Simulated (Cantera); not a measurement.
**Adiabatic ignition**

An adiabatic, constant-volume homogeneous reactor starts with 13.9 % CH3OH, 8.70 % O2, 77.4 % N2, at 1050 K and 0.250 bar.

Detailed kinetics in Cantera: GRI-Mech 3.0 (53 species, 325 reactions). GRI-Mech 3.0 was tuned for natural gas; its chemistry of methanol as a main component is partial and can be far from experiment.

| t (s) | T (K) | P (bar) | x CH3OH | x O2 | x H2 | x N2O | x O | x CO2 |
|---|---|---|---|---|---|---|---|---|
| 5.00e-6 | 1050 | 0.250 | 0.139 | 0.0870 | 3.39e-11 | <1e-12 | <1e-12 | 7.70e-12 |
| 1.69e-5 | 1050 | 0.250 | 0.139 | 0.0870 | 1.84e-10 | <1e-12 | <1e-12 | 2.88e-11 |
| 5.74e-5 | 1050 | 0.250 | 0.139 | 0.0870 | 7.47e-10 | <1e-12 | <1e-12 | 1.00e-10 |
| 0.000195 | 1050 | 0.250 | 0.139 | 0.0870 | 2.73e-9 | <1e-12 | <1e-12 | 3.42e-10 |
| 0.000660 | 1050 | 0.250 | 0.139 | 0.0870 | 9.79e-9 | <1e-12 | <1e-12 | 1.16e-9 |
| 0.00224 | 1050 | 0.250 | 0.139 | 0.0870 | 3.42e-8 | <1e-12 | <1e-12 | 3.94e-9 |
| 0.00758 | 1050 | 0.250 | 0.139 | 0.0870 | 1.18e-7 | <1e-12 | <1e-12 | 1.34e-8 |
| 0.0257 | 1050 | 0.250 | 0.139 | 0.0870 | 4.18e-7 | 1.16e-12 | <1e-12 | 4.53e-8 |
| 0.0871 | 1050 | 0.250 | 0.139 | 0.0870 | 1.95e-6 | 1.25e-11 | <1e-12 | 1.54e-7 |
| 0.295 | 1050 | 0.250 | 0.139 | 0.0870 | 2.77e-5 | 1.37e-10 | 2.57e-12 | 5.28e-7 |
| 1.00 | 1971 | 0.559 | <1e-12 | 1.18e-7 | 0.111 | 1.68e-10 | 2.46e-7 | 0.0232 |
x: mole fraction; the columns are a selection and need not sum to one.

The time of steepest temperature rise is 0.571 s, the temperature at 1.00 s is 1971 K and the equilibrium temperature is 1971 K. The x(CH3OH) at 1.00 s is <1e-12 (gas-phase equilibrium <1e-12), the x(O2) at 1.00 s comes out as 1.18e-7 (gas-phase equilibrium 1.18e-7) and the x(H2) at 1.00 s comes out as 0.111 (gas-phase equilibrium 0.111).
